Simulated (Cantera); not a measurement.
An adiabatic, constant-volume homogeneous reactor starts with CH4 : H2 : O2 : N2 : H2O = 1 : 0.36 : 2.48 : 9.31 : 0.022 (molar parts), at 1725 K and 5.00 bar.

Cantera simulation using GRI-Mech 3.0 (53 species, 325 reactions); the numbers are that mechanism's predictions, not measurements. Above 3000 K some thermodynamic fits are extrapolated.

Problem. Predict: time of steepest temperature rise; temperature at 0.500 s; equilibrium temperature; x(H2) at 0.500 s; x(O2) at 0.500 s; x(N2O) at 0.500 s.

Solution. 
| Property | Value |
|---|---|
| time of steepest temperature rise | 21.2 µs |
| temperature at 0.500 s | 3074 K |
| equilibrium temperature | 3074 K |
| x(H2) at 0.500 s | 0.0159 (gas-phase equilibrium 0.0159) |
| x(O2) at 0.500 s | 0.0292 (gas-phase equilibrium 0.0292) |
| x(N2O) at 0.500 s | 2.89e-6 (gas-phase equilibrium 2.89e-6) |
